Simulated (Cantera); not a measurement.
Input: 1 mol TiCl4, 9.5 mol CH4, at 1927 °C and 0.743 Torr.

Method: chemical equilibrium by Gibbs-energy minimisation in Cantera with the NASA 1993 tables (ideal gas, pure condensed phases). Candidate condensed phases: C, C6H6, C7H8, C8H18, Ti, TiC, TiCl2, TiCl3, TiCl4; 96 gas species. The tables' values for TiCl2 are old estimates; treat these amounts as uncertain. TiC: taken at fixed stoichiometry. Rates play no part.

Base state: H2 0.677, HCl 0.150, H 0.147, Cl 0.0237, C2H2 (acetylene) 0.00173, TiCl2 0.000192, TiCl 0.000109, Ti 2.59e-5 (mole fractions); condensed: C(graphite) + TiC(s).

**Question.** What changes in the equilibrium state with this change: temperature from 1927 °C to 1852 °C?

**Answer.** 
| species | before | after |
|---|---|---|
| H2 | 0.677 | 0.721 |
| HCl | 0.150 | 0.163 |
| H | 0.147 | 0.0980 |
| Cl | 0.0237 | 0.0162 |
| TiCl2 | 0.000192 | 0.000167 |
| Ti | 2.59e-5 | 7.49e-6 |
| C2H | 1.31e-5 | 4.58e-6 |
| TiCl | 0.000109 | 5.08e-5 |
| C2H2 (acetylene) | 0.00173 | 0.00121 |
| TiCl3 | 1.04e-5 | 1.40e-5 |
| C(graphite), mol | 8.43 | 8.45 |
| TiC(s), mol | 0.992 | 0.995 |
